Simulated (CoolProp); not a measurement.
Vapour-liquid equilibrium of n-pentane (1) + toluene (2) at 147.45 °C; x and y are mole fractions of (1).

Model: multi-fluid Helmholtz-energy mixture model, Thol 2019 and Lemmon 2006; pair parameters Bell 2016, in CoolProp.

```tsv
x	bubble pressure, mixture model (MPa)	bubble pressure, Raoult's law (MPa)	y, mixture model	y, Raoult's law
0.05	0.3364	0.3229	0.247	0.236
0.15	0.4791	0.4492	0.502	0.508
0.25	0.6099	0.5754	0.635	0.661
0.35	0.7322	0.7017	?	0.759
0.45	0.8488	0.8279	?	0.827
0.55	0.9627	0.9542	0.829	0.877
0.65	1.077	1.080	0.871	0.916
0.75	1.194	1.207	0.909	0.946
0.85	?	1.333	0.945	0.971
0.95	1.451	1.459	0.981	0.991
```

Task: Fill in the missing entries.

Result: 
- 0.35, y, mixture model: 0.720
- 0.45, y, mixture model: 0.781
- 0.85, bubble pressure, mixture model (MPa): 1.317

The largest gap from Raoult's law is +6.7 % in bubble pressure, at x = 0.15. No azeotrope shows between x = 0.05 and 0.95.

The pair parameters rest on a limited set of measurements; away from them the model extrapolates. The gap from Raoult's law changes sign with composition, which may be real or a fault of the pair parameters; it wasn't checked against measurements.
